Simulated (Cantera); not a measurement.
Charge: 1 mol SiO2, 3.6 mol C, 0.013 mol CO, equilibrated at 49.0 Pa.

Cantera equilibrium calculation (NASA polynomials, part measured and part estimated; ideal gas, pure solids and liquids). Candidate condensed phases: C, Si, SiC, SiO2; 20 gas species. Equilibrium is a limit: real reactors are often held back by kinetics, nucleation or transport.

Over these rows the condensed part is C(graphite) + SiC(s). Partial pressures as log10 of bar:

```json
[
 {"T (K)": "1723", "1000/T (1/K)": "0.5804", "log p SiC2": "-9.83", "log p CO": "-3.31"},
 {"T (K)": "1823", "1000/T (1/K)": "0.5485", "log p SiC2": "-8.71", "log p CO": "-3.31"},
 {"T (K)": "1923", "1000/T (1/K)": "0.5200", "log p SiC2": "-7.71", "log p CO": "-3.31"},
 {"T (K)": "2023", "1000/T (1/K)": "0.4943", "log p SiC2": "-6.81", "log p CO": "-3.32"},
 {"T (K)": "2123", "1000/T (1/K)": "0.4710", "log p SiC2": "?", "log p CO": "-3.33"},
 {"T (K)": "2223", "1000/T (1/K)": "0.4498", "log p SiC2": "-5.26", "log p CO": "-3.37"}
]
```

Problem. Fit log p(SiC2) = a + b·(1000/T) to the five rows, give the apparent enthalpy, and predict the row at 2123 K.

Solution. Means: 1000/T = 0.5186, log p = -7.664. Sxy = -0.351346, Sxx = 0.0100391, so b = -35.00 and a = -7.664 − (-35.00)×0.5186 = 10.49.
Apparent enthalpy: −19.145 × (-35.00) = 670 kJ/mol. The condensed phases alone fix this pressure, through C(graphite) + SiC(s) = SiC2(g), so the slope is that reaction's ΔH° and the other gases don't enter. The five rows lie within 0.01 of the line.
Prediction at 2123 K: 10.49 + (-35.00)×0.4710 = -5.99. The computed value is -5.99, 0.00 from the line.
